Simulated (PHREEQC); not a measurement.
Ultrapure water in contact with air or piping: speciation

Synthetic water in mg/L, 25 °C, pH 6.1, pe 12.1:

| constituent | mg/L |
|---|---|
| Na | 0.0114 |
| K | 0.00285 |
| Ca | 0.0399 |
| Mg | 0.000819 |
| Cl | 0.0522 |
| S(6) as SO4 | 0.0144 |
| Alkalinity as HCO3 | 0.0515 |
| Zn | 0.000116 |
| O(0) (dissolved oxygen) | 0.000357 |

Valence states are taken as typed.

The numbers come from PHREEQC with the ion-association model, phreeqc.dat.

This is a speciation only: nothing precipitates in the calculation.

### Question
Predict the ionic strength, charge-balance error.

### Answer
ionic strength 4.60e-6 mol/kgw; charge-balance error 0.2 %.

### Question
In which forms is C present?

### Answer
CO2 64 %, HCO3- 36 % of the C.

Species that the database lacks are ignored.
